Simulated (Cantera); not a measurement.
Input (Python, Cantera) and output of one run.

```python
import numpy as np
import cantera as ct

gas_names = """
    CL CL2 H HCL H2 Si SiCL SiCL2 SiCL3 SiCL4 SiH SiHCL3 SiH2 SiH2CL2 SiH3 SiH3CL SiH4 Si2 Si3
""".split()
cond_names = """
    Si(cr) Si(L)
""".split()


# ... load() reads the species with a 1 bar reference pressure and builds the phases ...
atoms = {
    'SiCl4': {'Si': 1, 'CL': 4},
    'HCl': {'H': 1, 'CL': 1},
    'H2': {'H': 2},
}
top_T = {}  # K; cautious upper limits of use, not melting points


# ... equilibrate(T, P, feed) seeds the gas with the atoms and calls Mixture.equilibrate('TP', solver="vcs", rtol=1e-11, max_steps=5000) ...
results = []
T = 1475  # K
P = 200000  # Pa
for m in [0.66, 0.81, 0.98, 1.2, 1.5, 1.8, 2.2, 2.6, 3.2, 3.9, 4.8, 5.8]:
    feed = {'SiCl4': 1, 'HCl': m, 'H2': 6.9}  # mol
    mix = equilibrate(T, P, feed)
    results.append((T, P, feed, dict(zip(mix.species_names, mix.species_moles))))

top = {s: max(r[3][s] / sum(r[3][g] for g in gas_names) for r in results) for s in gas_names}
cols = sorted((s for s in top if top[s] > 0.0001), key=lambda s: -top[s])[:5]
seen = [c for c in cond_names if any(r[3].get(c, 0) > 1e-12 for r in results)]
print("log10 of partial pressures in bar; condensed amounts in mol")
print(f"{'n(HCl)':>10s}" + "".join(f"{s[:9]:>10s}" for s in cols + seen))
for T, P, feed, n in results:
    ng = sum(n[g] for g in gas_names)
    print(f"{feed['HCl']:10.4g}" + "".join(f"{np.log10(max(n[s] / ng * P / 1e5, 1e-99)):10.3f}" for s in cols)
          + "".join(f"{n.get(c, 0):10.4g}" for c in seen))
```

Result:

```
log10 of partial pressures in bar; condensed amounts in mol
    n(HCl)        H2       HCL     SiCL4     SiCL2    SiHCL3
      0.66     0.161    -0.487    -1.005    -1.336    -1.381
      0.81     0.156    -0.462    -0.989    -1.377    -1.396
      0.98     0.150    -0.434    -0.975    -1.422    -1.414
       1.2     0.143    -0.402    -0.959    -1.479    -1.438
       1.5     0.132    -0.361    -0.942    -1.554    -1.472
       1.8     0.122    -0.324    -0.930    -1.626    -1.507
       2.2     0.108    -0.281    -0.919    -1.715    -1.554
       2.6     0.094    -0.244    -0.913    -1.799    -1.600
       3.2     0.073    -0.195    -0.911    -1.914    -1.666
       3.9     0.050    -0.148    -0.914    -2.034    -1.740
       4.8     0.021    -0.100    -0.924    -2.171    -1.828
       5.8    -0.010    -0.057    -0.940    -2.303    -1.917
```

Equilibrium computed with Cantera from the NASA thermochemical tables; the gas is ideal and each condensed phase is pure. The tables' values for SiCl3 are old estimates; treat these amounts as uncertain.
